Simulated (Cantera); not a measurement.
Cantera run:

```python
import numpy as np
import cantera as ct

gas_names = """
    C CO COS CO2 CS CS2 C2 C2O C3 C3O2 C4 C5 Mg MgO MgS Mg2 O O2 O3 S SO SO2 SO3 S2 S2O S8
""".split()
cond_names = """
    C(gr) Mg(cr) Mg(L) MgCO3(s) MgO(s) MgO(L) MgS(s) MgSO4(s) MgSO4(L) S(cr1) S(cr2) S(L)
""".split()


# ... load() reads the species with a 1 bar reference pressure and builds the phases ...
atoms = {
    'MgCO3': {'Mg': 1, 'C': 1, 'O': 3},
    'SO3': {'S': 1, 'O': 3},
    'O2': {'O': 2},
    'SO2': {'S': 1, 'O': 2},
}
top_T = {'C(gr)': 4500, 'MgS(s)': 2250}  # K; cautious upper limits of use, not melting points


# ... equilibrate(T, P, feed) seeds the gas with the atoms and calls Mixture.equilibrate('TP', solver="vcs", rtol=1e-11, max_steps=5000) ...
results = []
feed = {'MgCO3': 1, 'SO3': 0.6, 'O2': 1.3, 'SO2': 0.39}  # mol
P = 110000  # Pa
for T in [1100, 1150, 1200, 1250, 1300, 1350, 1400, 1450, 1500, 1550, 1600, 1650]:
    mix = equilibrate(T, P, feed)
    results.append((T, P, feed, dict(zip(mix.species_names, mix.species_moles))))

top = {s: max(r[3][s] / sum(r[3][g] for g in gas_names) for r in results) for s in gas_names}
cols = sorted((s for s in top if top[s] > 0.001), key=lambda s: -top[s])[:7]
seen = [c for c in cond_names if any(r[3].get(c, 0) > 1e-12 for r in results)]
print("log10 of partial pressures in bar; condensed amounts in mol")
print(f"{'T/K':>10s}" + "".join(f"{s[:9]:>10s}" for s in cols + seen))
for T, P, feed, n in results:
    ng = sum(n[g] for g in gas_names)
    print(f"{T:10.4g}" + "".join(f"{np.log10(max(n[s] / ng * P / 1e5, 1e-99)):10.3f}" for s in cols)
          + "".join(f"{n.get(c, 0):10.4g}" for c in seen))
```

It prints:

```
log10 of partial pressures in bar; condensed amounts in mol
       T/K        O2       CO2       SO2       SO3    MgO(s)  MgSO4(s)
      1100    -0.239    -0.282    -3.655    -3.981   0.01062    0.9894
      1150    -0.239    -0.283    -2.889    -3.415   0.01322    0.9868
      1200    -0.240    -0.286    -2.188    -2.898   0.02497     0.975
      1250    -0.246    -0.301    -1.545    -2.426   0.07445    0.9256
      1300    -0.268    -0.359    -0.946    -1.993    0.2924    0.7076
      1350    -0.314    -0.510    -0.540    -1.754         1         0
      1400    -0.313    -0.511    -0.535    -1.880         1         0
      1450    -0.312    -0.512    -0.531    -1.999         1         0
      1500    -0.311    -0.512    -0.528    -2.111         1         0
      1550    -0.311    -0.513    -0.526    -2.216         1         0
      1600    -0.311    -0.513    -0.524    -2.314         1         0
      1650    -0.311    -0.513    -0.523    -2.407         1         0
```

These are equilibrium values from Cantera (NASA tables, ideal gas, pure condensed phases), not measurements of a reactor. Mutual solubility and eutectic melting of coexisting phases are not modelled.
